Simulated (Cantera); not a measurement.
Feed: 1 mol Fe₂O₃, 0.61 mol CH₄, 0.69 mol H₂, at 7280 Torr.

Method: chemical equilibrium by Gibbs-energy minimisation in Cantera with the NASA 1993 tables (ideal gas, pure condensed phases). Candidate condensed phases: C, C₆H₆, C₇H₈, C₈H₁₈, Fe, Fe(CO)₅, FeO, Fe(OH)₂, Fe(OH)₃, Fe₂O₃, Fe₃O₄, H₂O; 114 gas species. Mutual solubility and eutectic melting of coexisting phases are not modelled. The tables' stoichiometric FeO is somewhat more stable than real wüstite, so its field is too wide. FeO: taken at fixed stoichiometry. Equilibrium is a limit: real reactors are often held back by kinetics, nucleation or transport. All values below are at 1223 K.

Base state: H₂ 0.586, CO 0.200, H₂O 0.169, CO₂ 0.0395, CH₄ 0.00597 (mole fractions); condensed: Fe(γ) + FeO(s).

Q: What changes in the equilibrium state with this change: Fe₂O₃ replaced by PbO?

A: 
```tsv
species	before	after
H₂	0.586	0.618
CO	0.200	0.206
H₂O	0.169	0.136
CO₂	0.0395	0.0310
Pb	0	9.36e-5
CH₄	0.00597	0.00904
Fe(γ), mol	0.115	0
FeO(s), mol	1.88	0
Pb(l), mol	0	1.000
```
Further candidate phases: Pb, PbO, PbO₂, Pb₃O₄.
